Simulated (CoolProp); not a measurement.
Hydrogen chloride at 293.15 K and 0.969 MPa is throttled through a valve to 0.3 MPa with no heat exchange. Each further row changes one setting.

Values from CoolProp's reference Helmholtz-energy equation of state, Thol 2018.

```json
[
 {"case": "as stated", "temperature change (K)": "?", "final density (kg/m³)": "?"},
 {"case": "outlet pressure 0.09 MPa", "temperature change (K)": "?", "final density (kg/m³)": "?"},
 {"case": "outlet pressure 0.39 MPa", "temperature change (K)": "?", "final density (kg/m³)": "?"}
]
```

Question: What belongs in the gaps?

Answer: 
- as stated, temperature change (K): -11.3
- as stated, final density (kg/m³): 4.77
- outlet pressure 0.09 MPa, temperature change (K): -15.2
- outlet pressure 0.09 MPa, final density (kg/m³): 1.43
- outlet pressure 0.39 MPa, temperature change (K): -9.7
- outlet pressure 0.39 MPa, final density (kg/m³): 6.21
